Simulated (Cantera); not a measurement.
Charge: 1 mol Pb, 7.2 mol N2, 0.56 mol O2, equilibrated at 1373.15 K and 10.0 Torr.

These are equilibrium values from Cantera (NASA tables, ideal gas, pure condensed phases), not measurements of a reactor. Candidate condensed phases: Pb, PbO, PbO2, Pb3O4; 12 gas species. Gases not in the tables: (PbO)n polymers. Equilibrium is a limit: real reactors are often held back by kinetics, nucleation or transport.

Base state: N2 0.865, PbO 0.105, Pb 0.0147, O2 0.0145, NO 0.000171 (mole fractions); condensed: gas only.

Task: What changes in the equilibrium state with this change: O2 from 0.56 to 0.015 mol?

Result: 
| species | before | after |
|---|---|---|
| N2 | 0.865 | 0.878 |
| Pb | 0.0147 | 0.118 |
| PbO | 0.105 | 0.00366 |
| O2 | 0.0145 | 2.70e-7 |
| NO | 0.000171 | 7.43e-7 |

Task: What changes in the equilibrium state with this change: O2 from 0.56 to 0.028 mol?

Result: 
```csv
species,before,after
N2,0.865,0.878
Pb,0.0147,0.115
PbO,0.105,0.00683
O2,0.0145,9.92e-7
NO,0.000171,1.43e-6
```

Task: What changes in the equilibrium state with this change: temperature from 1373.15 K to 798.15 K?

Result: 
```csv
species,before,after
N2,0.865,0.992
O2,0.0145,0.00826
NO,0.000171,4.32e-7
PbO,0.105,4.76e-9
Pb,0.0147,<1e-9
"PbO(yellow), mol",0,1.00
```
